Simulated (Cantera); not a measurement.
Charge: 1 mol C2F6, 11 mol H2, 0.013 mol CH4, held at 1975 K and 69.0 Torr.

Cantera equilibrium calculation (NASA polynomials, part measured and part estimated; ideal gas, pure solids and liquids). Candidate condensed phases: C, C6H6, C7H8, C8H18; 95 gas species. The feed counts by its element totals alone. Kinetics and transport are ignored.

**Question.** What is the equilibrium state?

**Answer.** 
```json
{
  "x(H2)": "0.569",
  "x(HF)": "0.427",
  "x(H)": "0.00340",
  "x(C2H2 (acetylene))": "0.000370",
  "x(CH4)": "1.35e-5",
  "x(CH3)": "1.61e-6",
  "n(C(graphite))": "2.00 mol",
  "gas_amount": "14.05 mol"
}
```
